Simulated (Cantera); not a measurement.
# Thermodynamics of silicon epitaxy and polysilicon growth, feed SiHCl3 + HCl + H2

Feed: 1 mol SiHCl3, 0.025 mol HCl, 120 mol H2, at 0.100 bar.

These are equilibrium values from Cantera (NASA tables, ideal gas, pure condensed phases), not measurements of a reactor. Candidate condensed phases: Si; 19 gas species. The tables' values for SiCl3 are old estimates; treat these amounts as uncertain. Rates play no part.

From 848 K to 1448 K the condensed part is Si(s). The main Si-bearing gas is SiCl4 at 848 K and SiCl2 at 1448 K. The share of Si in condensed phases is highest at 1348 K (81.7 %) and lowest at 848 K (20.7 %).

```
T (K)  log p H2  log p HCl  log p SiCl4  log p SiHCl3  log p SiCl2  log p SiCl3  log p SiH2Cl2  log p H  n Si(s)
-----  --------  ---------  -----------  ------------  -----------  -----------  -------------  -------  -------
848       -1.00      -3.70        -3.45         -3.55        -6.31        -5.81          -4.71   -11.22    0.207
898       -1.00      -3.46        -3.48         -3.58        -5.78        -5.48          -4.71   -10.46    0.256
948       -1.00      -3.26        -3.53         -3.63        -5.32        -5.19          -4.72    -9.78    0.324
998       -1.01      -3.08        -3.62         -3.70        -4.93        -4.97          -4.75    -9.17    0.413
1048      -1.01      -2.94        -3.74         -3.80        -4.60        -4.80          -4.80    -8.62    0.517
1098      -1.01      -2.83        -3.93         -3.95        -4.33        -4.71          -4.89    -8.11    0.622
1148      -1.01      -2.75        -4.19         -4.15        -4.14        -4.69          -5.01    -7.65    0.712
1198      -1.01      -2.70        -4.54         -4.42        -4.02        -4.75          -5.18    -7.23    0.772
1248      -1.01      -2.68        -4.93         -4.72        -3.95        -4.87          -5.37    -6.84    0.802
1298      -1.01      -2.67        -5.35         -5.03        -3.90        -5.01          -5.57    -6.48    0.814
1348      -1.01      -2.66        -5.75         -5.34        -3.87        -5.16          -5.77    -6.14    0.817
1398      -1.01      -2.66        -6.13         -5.63        -3.85        -5.30          -5.95    -5.83    0.816
1448      -1.01      -2.66        -6.49         -5.90        -3.83        -5.44          -6.13    -5.54    0.812
```
log p: log10 of the partial pressure in bar; n: condensed amount in mol.
